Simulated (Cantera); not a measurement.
Input: 1 mol Si3N4, 0.25 mol H2O, 7.3 mol H2, 1.2 mol HF, equilibrated at 923 K and 2.10e-5 bar.

Method: chemical equilibrium by Gibbs-energy minimisation in Cantera with the NASA 1993 tables (ideal gas, pure condensed phases). Candidate condensed phases: H2O, Si, SiO2, Si2N2O, Si3N4; 58 gas species. The tables' values for SiF3 are old estimates; treat these amounts as uncertain. Kinetics and transport are ignored.

Base state: H2 0.933, SiF4 0.0342, N2 0.0324, HF 0.000392, SiHF3 4.46e-5, SiF3 1.94e-5 (mole fractions); condensed: Si2N2O(s) + Si3N4(s).

Problem. What changes in the equilibrium state with this change: Si3N4 replaced by BN?

Solution. 
| species | before | after |
|---|---|---|
| H2 | 0.933 | 0.917 |
| BF3 | 0 | 0.0384 |
| N2 | 0.0324 | 0.0309 |
| SiF4 | 0.0342 | 0 |
| B3O3F3 | 0 | 0.00357 |
| BOF | 0 | 0.00324 |
| H2O | <1e-9 | 7.90e-5 |
| SiHF3 | 4.46e-5 | 0 |
| SiF3 | 1.94e-5 | 0 |
| Si2N2O(s), mol | 0.250 | 0 |
| Si3N4(s), mol | 0.734 | 0 |
| BN(s), mol | 0 | 0.452 |
| B2O3(l), mol | 0 | 0.0419 |
Further candidate phases: B, BN, B2O3, B3O3H3.
